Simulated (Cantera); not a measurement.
What does this Cantera script print?

```python
import numpy as np
import cantera as ct

gas = ct.Solution("gri30.yaml")
gas.TPX = 500, 1000000, {'CO': 1, 'H2': 0.59, 'CH4': 0.035, 'O2': 1.14, 'N2': 4.28}
inlet = ct.Reservoir(gas, clone=True)
gas.equilibrate("HP")  # start burning
reactor = ct.IdealGasConstPressureReactor(gas, energy="on", clone=False)
exhaust = ct.Reservoir(gas, clone=True)
tau = [0.073, 0.033, 0.015, 0.0069, 0.0031, 0.0014, 0.00065, 0.0003, 0.00013, 6.1e-05, 2.8e-05, 1.3e-05][0]
for a, b in ((inlet, reactor), (reactor, exhaust)):
    ct.MassFlowController(a, b, mdot=lambda t: reactor.mass / tau)
net = ct.ReactorNet([reactor])
show = ['CO', 'H2', 'CH4', 'CO2', 'H', 'C2H6', 'O2']

rows = []
print(f"{'tau/s':>10s}{'T/K':>9s}" + "".join(f"{s:>11s}" for s in show))
for tau in [0.073, 0.033, 0.015, 0.0069, 0.0031, 0.0014, 0.00065, 0.0003, 0.00013, 6.1e-05, 2.8e-05, 1.3e-05]:
    net.initial_time = 0.0
    net.advance(30 * tau)
    before = gas.X
    net.advance(40 * tau)
    drift = np.max(np.abs(gas.X - before) / (gas.X + 1e-9))
    rows.append([gas.T, *gas[show].X, drift])
    print(f"{tau:10.3e}{gas.T:9.1f}" + "".join(f"{x:11.3e}" for x in gas[show].X))
```

It prints:

```
     tau/s      T/K         CO         H2        CH4        CO2          H       C2H6         O2
 7.300e-02   2316.1  3.311e-03  3.727e-04  3.685e-08  1.618e-01  6.581e-05  8.073e-16  4.217e-02
 3.300e-02   2317.4  3.419e-03  3.825e-04  7.971e-08  1.617e-01  6.851e-05  3.728e-15  4.276e-02
 1.500e-02   2318.2  3.631e-03  4.019e-04  1.694e-07  1.615e-01  7.361e-05  1.654e-14  4.349e-02
 6.900e-03   2317.0  4.040e-03  4.395e-04  3.502e-07  1.610e-01  8.339e-05  6.900e-14  4.421e-02
 3.100e-03   2311.3  4.870e-03  5.167e-04  7.176e-07  1.601e-01  1.044e-04  2.797e-13  4.495e-02
 1.400e-03   2298.5  6.434e-03  6.654e-04  1.393e-06  1.583e-01  1.496e-04  9.934e-13  4.583e-02
 6.500e-04   2276.0  9.037e-03  9.190e-04  2.510e-06  1.555e-01  2.418e-04  2.928e-12  4.706e-02
 3.000e-04   2239.9  1.312e-02  1.326e-03  4.396e-06  1.509e-01  4.263e-04  7.798e-12  4.893e-02
 1.300e-04   2182.1  1.954e-02  1.977e-03  8.056e-06  1.438e-01  8.051e-04  2.157e-11  5.187e-02
 6.100e-05   2109.3  2.756e-02  2.776e-03  1.443e-05  1.348e-01  1.391e-03  5.690e-11  5.563e-02
 2.800e-05   2006.8  3.901e-02  3.826e-03  2.860e-05  1.221e-01  2.276e-03  1.831e-10  6.120e-02
 1.300e-05   1855.6  5.719e-02  5.271e-03  6.950e-05  1.021e-01  3.164e-03  9.394e-10  7.064e-02
```

Model: GRI-Mech 3.0 (53 species, 325 reactions), integrated in Cantera.
